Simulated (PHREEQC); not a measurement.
Make-up at 25 °C: 0.081 mol/kgw CuSO4, 0.00021 mol/kgw HCl and 3.6e-05 mol/kgw Na2SO4. Closed to the air; pH follows from the charge balance.

The numbers come from PHREEQC with the ion-association model, phreeqc.dat.

Each row changes one thing in this solution. No solid was allowed to form.

| case | pH | ionic strength (mol/kgw) | Cu+2 (mol/kgw) | SO4-2 (mol/kgw) | CuSO4 (mol/kgw) | Cl- (mol/kgw) | SI of Halite (NaCl) |
|---|---|---|---|---|---|---|---|
| as made | 4.12 | 0.172 | 0.0429 | 0.0428 | 0.0381 | 0.000202 | -9.70 |
| HCl from 0.00021 to 0.0021 mol/kgw | 3.14 | 0.173 | 0.0432 | 0.0421 | 0.0377 | 0.00202 | -8.70 |
| CuSO4 from 0.081 to 0.0081 mol/kgw | 3.85 | 0.0237 | 0.00586 | 0.00584 | 0.00224 | 0.000208 | -9.53 |
| HCl from 0.00021 to 0.000315 mol/kgw | 3.96 | 0.172 | 0.0429 | 0.0427 | 0.0381 | 0.000303 | -9.52 |
| diluted 2-fold with water | 4.30 | 0.0939 | 0.0235 | 0.0234 | 0.0170 | 0.000102 | -10.24 |
| Na2SO4 replaced by NaCl at the same molality | 4.12 | 0.172 | 0.0429 | 0.0428 | 0.0381 | 0.000237 | -9.93 |
| temperature from 25 to 40 °C | 4.14 | 0.168 | 0.0421 | 0.0420 | 0.0389 | 0.000195 | -9.73 |

Species that the database lacks are ignored. At this temperature some constants are extrapolated from 25 °C, and those without enthalpy data are left unchanged.
